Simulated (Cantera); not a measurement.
Input (Python, Cantera) and output of one run.

```python
import numpy as np
import cantera as ct

gas_names = """
    CL CL2 H HCL H2 Si SiCL SiCL2 SiCL3 SiCL4 SiH SiHCL3 SiH2 SiH2CL2 SiH3 SiH3CL SiH4 Si2 Si3
""".split()
cond_names = """
    Si(cr) Si(L)
""".split()


# ... load() reads the species with a 1 bar reference pressure and builds the phases ...
atoms = {
    'SiH4': {'Si': 1, 'H': 4},
    'HCl': {'H': 1, 'CL': 1},
    'H2': {'H': 2},
}
top_T = {}  # K; cautious upper limits of use, not melting points


# ... equilibrate(T, P, feed) seeds the gas with the atoms and calls Mixture.equilibrate('TP', solver="vcs", rtol=1e-11, max_steps=5000) ...
results = []
feed = {'SiH4': 1, 'HCl': 0.054, 'H2': 47}  # mol
P = 13332.2  # Pa
for T in [1898, 1948, 1998, 2048, 2098, 2148, 2198, 2248, 2298, 2348, 2398, 2448, 2498, 2548]:
    mix = equilibrate(T, P, feed)
    results.append((T, P, feed, dict(zip(mix.species_names, mix.species_moles))))
    x = sorted(zip(gas.X, gas.species_names), reverse=True)
    print(f"T = {T:g} K  P = {P:g} Pa  gas = {mix.phase_moles(0):.4g} mol")
    print("   x: " + "  ".join(f"{s} {v:.3e}" for v, s in x if v > 1e-06))
    print("   condensed (mol): " + ("  ".join(f"{mix.phase(i).name} {mix.phase_moles(i):.4g}"
          for i in range(1, mix.n_phases) if mix.phase_moles(i) > 1e-12) or "none"))
```

Result:

```
T = 1898 K  P = 13332.2 Pa  gas = 49.11 mol
   x: H2 9.966e-01  H 2.137e-03  HCL 1.089e-03  Si 9.214e-05  SiH2 5.738e-05  SiH 2.930e-05  SiCL2 3.231e-06  SiCL 1.831e-06  CL 1.763e-06
   condensed (mol): Si(L) 0.9909
T = 1948 K  P = 13332.2 Pa  gas = 49.14 mol
   x: H2 9.955e-01  H 3.088e-03  HCL 1.088e-03  Si 1.742e-04  SiH2 7.800e-05  SiH 4.880e-05  SiCL2 3.028e-06  SiCL 2.666e-06  CL 2.529e-06  Si2 1.588e-06
   condensed (mol): Si(L) 0.9847
T = 1998 K  P = 13332.2 Pa  gas = 49.18 mol
   x: H2 9.940e-01  H 4.380e-03  HCL 1.085e-03  Si 3.190e-04  SiH2 1.043e-04  SiH 7.915e-05  SiCL 3.804e-06  CL 3.562e-06  Si2 3.291e-06  SiCL2 2.842e-06
   condensed (mol): Si(L) 0.9745
T = 2048 K  P = 13332.2 Pa  gas = 49.24 mol
   x: H2 9.920e-01  H 6.108e-03  HCL 1.081e-03  Si 5.668e-04  SiH2 1.375e-04  SiH 1.253e-04  Si2 6.577e-06  SiCL 5.328e-06  CL 4.929e-06  SiCL2 2.671e-06  Si3 1.378e-06
   condensed (mol): Si(L) 0.9579
T = 2098 K  P = 13332.2 Pa  gas = 49.31 mol
   x: H2 9.892e-01  H 8.382e-03  HCL 1.076e-03  Si 9.796e-04  SiH 1.938e-04  SiH2 1.786e-04  Si2 1.271e-05  SiCL 7.332e-06  CL 6.711e-06  Si3 2.600e-06  SiCL2 2.510e-06
   condensed (mol): Si(L) 0.9312
T = 2148 K  P = 13332.2 Pa  gas = 49.42 mol
   x: H2 9.854e-01  H 1.133e-02  Si 1.650e-03  HCL 1.069e-03  SiH 2.935e-04  SiH2 2.289e-04  Si2 2.379e-05  SiCL 9.922e-06  CL 8.995e-06  Si3 4.757e-06  SiCL2 2.359e-06
   condensed (mol): Si(L) 0.889
T = 2198 K  P = 13332.2 Pa  gas = 49.58 mol
   x: H2 9.803e-01  H 1.510e-02  Si 2.712e-03  HCL 1.060e-03  SiH 4.357e-04  SiH2 2.896e-04  Si2 4.327e-05  SiCL 1.321e-05  CL 1.188e-05  Si3 8.458e-06  SiCL2 2.215e-06
   condensed (mol): Si(L) 0.8232
T = 2248 K  P = 13332.2 Pa  gas = 49.79 mol
   x: H2 9.736e-01  H 1.985e-02  Si 4.361e-03  HCL 1.048e-03  SiH 6.345e-04  SiH2 3.617e-04  Si2 7.655e-05  SiCL 1.733e-05  CL 1.547e-05  Si3 1.464e-05  SiCL2 2.075e-06
   condensed (mol): Si(L) 0.7225
T = 2298 K  P = 13332.2 Pa  gas = 50.07 mol
   x: H2 9.648e-01  H 2.576e-02  Si 6.865e-03  HCL 1.032e-03  SiH 9.076e-04  SiH2 4.462e-04  Si2 1.320e-04  Si3 2.472e-05  SiCL 2.239e-05  CL 1.985e-05  SiCL2 1.939e-06
   condensed (mol): Si(L) 0.5702
T = 2348 K  P = 13332.2 Pa  gas = 50.47 mol
   x: H2 9.532e-01  H 3.302e-02  Si 1.060e-02  SiH 1.276e-03  HCL 1.013e-03  SiH2 5.436e-04  Si2 2.224e-04  Si3 4.079e-05  SiCL 2.852e-05  CL 2.514e-05  SiCL2 1.805e-06
   condensed (mol): Si(L) 0.3431
T = 2398 K  P = 13332.2 Pa  gas = 51.01 mol
   x: H2 9.382e-01  H 4.180e-02  Si 1.606e-02  SiH 1.764e-03  HCL 9.881e-04  SiH2 6.539e-04  Si2 3.662e-04  Si3 6.583e-05  SiCL 3.579e-05  CL 3.140e-05  SiCL2 1.670e-06
   condensed (mol): Si(L) 0.007895
T = 2448 K  P = 13332.2 Pa  gas = 51.31 mol
   x: H2 9.273e-01  H 5.250e-02  Si 1.657e-02  SiH 1.669e-03  HCL 9.796e-04  SiH2 5.424e-04  Si2 2.832e-04  CL 3.938e-05  Si3 3.458e-05  SiCL 3.122e-05  SiCL2 1.102e-06
   condensed (mol): none
T = 2498 K  P = 13332.2 Pa  gas = 51.66 mol
   x: H2 9.146e-01  H 6.527e-02  Si 1.684e-02  SiH 1.558e-03  HCL 9.680e-04  SiH2 4.458e-04  Si2 2.152e-04  CL 4.883e-05  SiCL 2.693e-05  Si3 1.786e-05
   condensed (mol): none
T = 2548 K  P = 13332.2 Pa  gas = 52.08 mol
   x: H2 8.996e-01  H 8.034e-02  Si 1.701e-02  SiH 1.449e-03  HCL 9.528e-04  SiH2 3.661e-04  Si2 1.634e-04  CL 5.989e-05  SiCL 2.317e-05  Si3 9.317e-06
   condensed (mol): none
```

Cantera equilibrium calculation (NASA polynomials, part measured and part estimated; ideal gas, pure solids and liquids). The tables' values for SiCl are old estimates; treat these amounts as uncertain. Gases not in the tables: Si2H6 and higher silanes.
